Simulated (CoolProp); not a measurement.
Model: reference Helmholtz-energy equation of state, Span 2003, in CoolProp. It is a short technical equation, of lower accuracy than the large ones.

### Question
Give the vapour pressure (kPa), liquid density (kg/m³), liquid cp (kJ/(kg K)), vapour viscosity (µPa s) of saturated n-heptane at 379.2, 394.5, 440.5 K.

### Answer
| T (K) | p (kPa) | liquid density (kg/m³) | liquid cp (kJ/(kg K)) | vapour viscosity (µPa s) |
|---|---|---|---|---|
| 379.2 | 126 | 607 | 2.60 | 7.36 |
| 394.5 | 190 | 592 | 2.67 | 7.66 |
| 440.5 | 536 | 541 | 2.93 | 8.74 |

Viscosity comes from a separate model (Michailidou 2014).
